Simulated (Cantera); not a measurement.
An adiabatic, constant-volume homogeneous reactor starts with CH4 : O2 : N2 = 1 : 1.05 : 3.96 (molar parts), at 1323 K and 100000 Pa. Integrator tolerance rtol = 1e-08.

Detailed kinetics in Cantera: GRI-Mech 3.0 (53 species, 325 reactions).

| quantity | before | after |
|---|---|---|
| time of steepest temperature rise | 11.6 ms | 1.91 ms |
| temperature at 0.200 s | 2686 K | 2771 K |
| equilibrium temperature | 2686 K | 2771 K |
| x(CH4) at 0.200 s | 2.33e-11 (gas-phase equilibrium 2.63e-11) | 1.46e-11 (gas-phase equilibrium 1.65e-11) |
| x(O2) at 0.200 s | 7.34e-5 (gas-phase equilibrium 7.34e-5) | 0.000157 (gas-phase equilibrium 0.000157) |
| x(N2O) at 0.200 s | 3.59e-8 (gas-phase equilibrium 3.59e-8) | 5.74e-8 (gas-phase equilibrium 5.74e-8) |
| x(CO) at 0.200 s | 0.125 (gas-phase equilibrium 0.125) | 0.125 (gas-phase equilibrium 0.125) |
| x(O) at 0.200 s | 0.000191 (gas-phase equilibrium 0.000191) | 0.000411 (gas-phase equilibrium 0.000411) |
| x(C2H6) at 0.200 s | <1e-12 (gas-phase equilibrium <1e-12) | <1e-12 (gas-phase equilibrium <1e-12) |

Which change was made?
A. pressure from 100000 Pa to 200000 Pa
B. O2 1.05 to 0.56 parts
C. initial temperature 1323 to 1300 K
D. initial temperature 1323 to 1475 K

D, initial temperature 1323 to 1475 K
